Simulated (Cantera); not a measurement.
Mixture: 9.40 % CH4, 18.8 % H2, 18.0 % O2, 53.9 % N2, equivalence ratio 1.6, at 1.20 bar, adiabatic and at constant volume. Ignition delay is the time to a rise of 400 K.

Model: GRI-Mech 3.0 (53 species, 325 reactions), integrated in Cantera. Where the delays flatten at high temperature, the 400 K rule measures the pace of heat release, not the induction time.

Task: Predict: delay at 1300 K; delay at 1400 K; delay at 1500 K; delay at 1600 K; delay at 1700 K; apparent activation energy between 1600 and 1700 K.

Result: 
```json
{
 "delay at 1300 K": "0.153 ms",
 "delay at 1400 K": "82.8 µs",
 "delay at 1500 K": "49.4 µs",
 "delay at 1600 K": "31.7 µs",
 "delay at 1700 K": "21.5 µs",
 "apparent activation energy between 1600 and 1700 K": "88 kJ/mol"
}
```
